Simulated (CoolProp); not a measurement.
Vapour-liquid equilibrium of CHF3 (R23) (1) + propylene (2) at 0.117 MPa; x and y are mole fractions of (1).

The numbers come from the multi-fluid Helmholtz-energy mixture model, Penoncello 2003 and Lemmon 2013; pair parameters Bell 2016 in CoolProp.

Question: Give the bubble temperature and the first vapour's composition at x = 0.2, 0.35, 0.5. Is there an azeotrope?

Answer: x = 0.2: 201.6 K, y = 0.781; x = 0.35: 197.2 K, y = 0.846; x = 0.5: 195.7 K, y = 0.868. No azeotrope shows between x = 0.05 and 0.95.

The pair parameters rest on a limited set of measurements; away from them the model extrapolates. With so large a gap from Raoult's law the liquid may split in two, which this calculation doesn't test in full.
